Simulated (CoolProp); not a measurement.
Vapour-liquid equilibrium of diethyl ether (1) + ethanol (2) at 107.55 °C; x and y are mole fractions of (1).

The numbers come from the multi-fluid Helmholtz-energy mixture model, Thol 2014 and Schroeder 2014; pair parameters Bell 2016 in CoolProp.

Question: Give the bubble pressure and the first vapour's composition at x = 0.35, 0.575, 0.875. Is there an azeotrope?

Answer: x = 0.35: 0.5694 MPa, y = 0.620; x = 0.575: 0.6649 MPa, y = 0.746; x = 0.875: 0.7513 MPa, y = 0.907. No azeotrope shows between x = 0.05 and 0.95.

The pair parameters rest on a limited set of measurements; away from them the model extrapolates.
